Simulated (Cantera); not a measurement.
Input (Python, Cantera):

```python
import numpy as np
import cantera as ct

gas = ct.Solution("gri30.yaml")
gas.TPX = 750, 25000, {'C3H8': 1, 'O2': 3.12, 'N2': 10, 'H2O': 0.86}
inlet = ct.Reservoir(gas, clone=True)
gas.equilibrate("HP")  # start burning
reactor = ct.IdealGasConstPressureReactor(gas, energy="on", clone=False)
exhaust = ct.Reservoir(gas, clone=True)
tau = [0.074, 0.034, 0.015, 0.007, 0.0032, 0.0015, 0.00067, 0.00031, 0.00014, 6.4e-05, 2.9e-05, 1.3e-05, 6.1e-06][0]
for a, b in ((inlet, reactor), (reactor, exhaust)):
    ct.MassFlowController(a, b, mdot=lambda t: reactor.mass / tau)
net = ct.ReactorNet([reactor])
show = ['C3H8', 'O2', 'H2O', 'CO', 'CO2', 'CH3', 'NO']

rows = []
print(f"{'tau/s':>10s}{'T/K':>9s}" + "".join(f"{s:>11s}" for s in show))
for tau in [0.074, 0.034, 0.015, 0.007, 0.0032, 0.0015, 0.00067, 0.00031, 0.00014, 6.4e-05, 2.9e-05, 1.3e-05, 6.1e-06]:
    net.initial_time = 0.0
    net.advance(30 * tau)
    before = gas.X
    net.advance(40 * tau)
    drift = np.max(np.abs(gas.X - before) / (gas.X + 1e-9))
    rows.append([gas.T, *gas[show].X, drift])
    print(f"{tau:10.3e}{gas.T:9.1f}" + "".join(f"{x:11.3e}" for x in gas[show].X))
```

Output:

```
     tau/s      T/K       C3H8         O2        H2O         CO        CO2        CH3         NO
 7.400e-02   2218.6  5.322e-07  1.980e-04  1.787e-01  1.205e-01  4.643e-02  2.059e-05  3.837e-04
 3.400e-02   2209.9  1.082e-06  2.950e-04  1.782e-01  1.203e-01  4.646e-02  3.786e-05  3.912e-04
 1.500e-02   2201.6  2.334e-06  4.697e-04  1.777e-01  1.200e-01  4.640e-02  7.532e-05  3.874e-04
 7.000e-03   2194.5  4.899e-06  7.795e-04  1.776e-01  1.199e-01  4.617e-02  1.484e-04  3.729e-04
 3.200e-03   2185.4  1.076e-05  1.428e-03  1.778e-01  1.196e-01  4.560e-02  3.026e-04  3.393e-04
 1.500e-03   2170.1  2.372e-05  2.745e-03  1.782e-01  1.193e-01  4.437e-02  5.969e-04  2.754e-04
 6.700e-04   2135.5  5.792e-05  5.818e-03  1.787e-01  1.189e-01  4.148e-02  1.188e-03  1.722e-04
 3.100e-04   2055.9  1.576e-04  1.310e-02  1.777e-01  1.188e-01  3.518e-02  2.241e-03  7.173e-05
 1.400e-04    750.0  6.676e-02  2.083e-01  5.741e-02  2.829e-15  6.138e-16  2.007e-13  6.324e-19
 6.400e-05    750.0  6.676e-02  2.083e-01  5.741e-02 -1.528e-19 -3.315e-20  6.405e-14 -3.415e-23
 2.900e-05    750.0  6.676e-02  2.083e-01  5.741e-02  8.017e-25  1.725e-25  1.883e-14  1.777e-28
 1.300e-05    750.0  6.676e-02  2.083e-01  5.741e-02  3.895e-28 -1.812e-30  5.526e-15 -2.099e-33
 6.100e-06    750.0  6.676e-02  2.083e-01  5.741e-02  3.005e-29  2.226e-32  1.895e-15 -1.145e-36
```

Model: GRI-Mech 3.0 (53 species, 325 reactions), integrated in Cantera. GRI-Mech 3.0 was tuned for natural gas; its chemistry of propane as a main component is partial and can be far from experiment.
